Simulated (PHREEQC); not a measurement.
1 kg of water holding 0.099 mol Na2CO3, 0.0057 mol NaOH and 0.0073 mol Na2SO4 is evaporated at 25 °C; the solids stay in contact with the brine. CO2 is held at log p = -3.4 (atm). Solids allowed: Burkeite, Mirabilite, Nahcolite, Natron, Thenardite, Trona. Others were left out.

Model: Pitzer model, pitzer.dat, run in PHREEQC.

Q: Predict ionic strength at water left (kg) = 0.308, 0.171, 0.1155, 0.03556, 0.02869.

A: 
| water left (kg) | ionic strength |
|---|---|
| 0.308 | 1.00 |
| 0.171 | 1.83 |
| 0.1155 | 2.73 |
| 0.03556 | 8.96 |
| 0.02869 | 9.23 |
